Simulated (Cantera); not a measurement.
**Stirred combustor or abatement burner**

A perfectly stirred reactor is fed with 25.9 % H2, 14.9 % O2, 55.9 % N2, 3.36 % H2O, at 4.93 atm; it is adiabatic with a 748 K inlet, and is followed from long to short residence time, starting on the burning branch (τ in s: 0.19, 0.076, 0.031, 0.013, 0.0053, 0.0022, 0.00089, 0.00037, 0.00015, 6.2e-05, 2.5e-05).

Computed with Cantera and the H2/O2 subset of GRI-Mech 3.0, which has no nitrogen chemistry. The hydrogen kinetics of GRI-Mech 3.0 are dated; newer H2 mechanisms differ, most at raised pressure.

| τ (s) | T (K) | x H2 | x O2 | x H2O | x O | x H | x HO2 |
|---|---|---|---|---|---|---|---|
| 0.19 | 2514 | 0.00618 | 0.0223 | 0.322 | 0.00105 | 0.000950 | 7.41e-6 |
| 0.076 | 2514 | 0.00620 | 0.0223 | 0.322 | 0.00105 | 0.000953 | 7.42e-6 |
| 0.031 | 2514 | 0.00624 | 0.0224 | 0.322 | 0.00105 | 0.000961 | 7.44e-6 |
| 0.013 | 2513 | 0.00632 | 0.0224 | 0.321 | 0.00107 | 0.000979 | 7.48e-6 |
| 0.0053 | 2511 | 0.00653 | 0.0225 | 0.321 | 0.00109 | 0.00103 | 7.58e-6 |
| 0.0022 | 2505 | 0.00701 | 0.0226 | 0.320 | 0.00116 | 0.00114 | 7.84e-6 |
| 0.00089 | 2493 | 0.00812 | 0.0230 | 0.318 | 0.00133 | 0.00141 | 8.47e-6 |
| 0.00037 | 2468 | 0.0103 | 0.0237 | 0.315 | 0.00168 | 0.00204 | 9.96e-6 |
| 0.00015 | 2420 | 0.0143 | 0.0252 | 0.308 | 0.00242 | 0.00349 | 1.35e-5 |
| 6.2e-5 | 2344 | 0.0201 | 0.0275 | 0.297 | 0.00369 | 0.00632 | 2.08e-5 |
| 2.5e-5 | 2232 | 0.0276 | 0.0309 | 0.283 | 0.00563 | 0.0115 | 3.52e-5 |
x: mole fraction; the columns are a selection and need not sum to one.
